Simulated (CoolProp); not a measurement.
Saturation properties of carbon monoxide (Tc = 132.9 K, pc = 3.498 MPa, ω = 0.050).

The numbers come from the reference Helmholtz-energy equation of state, Lemmon 2006 in CoolProp. It is a short technical equation, of lower accuracy than the large ones.

```tsv
T (K)	p (MPa)	liquid density (kg/m³)	vapour density (kg/m³)	enthalpy of vaporisation (kJ/kg)
92.2	0.2906	744.9	11.63	198.6
95.2	0.3747	730.1	14.80	193.4
98.1	0.4717	715.4	18.45	188.0
101.1	0.5900	699.5	22.94	182.0
104.1	0.7284	682.9	28.26	175.5
107	0.8831	666.0	34.33	168.7
110	1.067	647.4	41.74	161.1
112.9	1.268	628.3	50.24	153.0
115.9	1.505	607.1	60.72	143.6
118.8	1.761	584.6	72.95	133.5
121.8	2.059	558.6	88.54	121.5
124.7	2.380	529.8	107.7	107.8
127.7	2.751	493.4	134.5	90.10
```

It boils at 81.6 K under 1 atm.
